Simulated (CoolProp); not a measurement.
Computed with CoolProp (reference Helmholtz-energy equation of state, Lemmon 2006). It is a short technical equation, of lower accuracy than the large ones.

**Question.** For isohexane, give the phase and the density (kg/m³), cp (kJ/(kg K)), isothermal compressibility (1/MPa) at 519.6 K and 50.4 bar; 542.4 K and 50.4 bar.

**Answer.** 
- 519.6 K and 50.4 bar: supercritical; density 335, cp 4.20, isothermal compressibility 0.139
- 542.4 K and 50.4 bar: supercritical; density 232, cp 4.71, isothermal compressibility 0.403
